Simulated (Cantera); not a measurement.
Input: 1 mol n-butane, 7.7 mol H₂, 4.8 mol N₂, equilibrated at 10.0 mbar.

Method: chemical equilibrium by Gibbs-energy minimisation in Cantera with the NASA 1993 tables (ideal gas, pure condensed phases). Candidate condensed phases: C, C₆H₆, C₇H₈, C₈H₁₈; 92 gas species. Kinetics and transport are ignored. All values below are at 1823 K.

Base state: H₂ 0.721, N₂ 0.272, H 0.00368, HCN 0.00304, C₂H₂ (acetylene) 0.000152, HNC 0.000121 (mole fractions); condensed: C(graphite).

### Question
What changes in the equilibrium state with this change: N₂ from 4.8 to 0.24 mol?

### Answer
```tsv
species	before	after
H₂	0.721	0.977
N₂	0.272	0.0180
H	0.00368	0.00428
HCN	0.00304	0.000910
HNC	0.000121	3.63e-5
C₂H₂ (acetylene)	0.000152	0.000206
C(graphite), mol	3.94	3.98
```
